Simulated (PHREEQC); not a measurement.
Make-up at 25 °C: 2.2 mol NaCl and 0.076 mol K2SO4 per kg of water. Closed to the air; pH follows from the charge balance.

Equilibrium calculation in PHREEQC: Pitzer model, pitzer.dat.

This is a speciation only: nothing precipitates in the calculation.

**Question.** What activity of water, osmotic coefficient, density does the model give?

**Answer.** activity of water 0.922; osmotic coefficient 0.978; density 1.088 g/cm³.
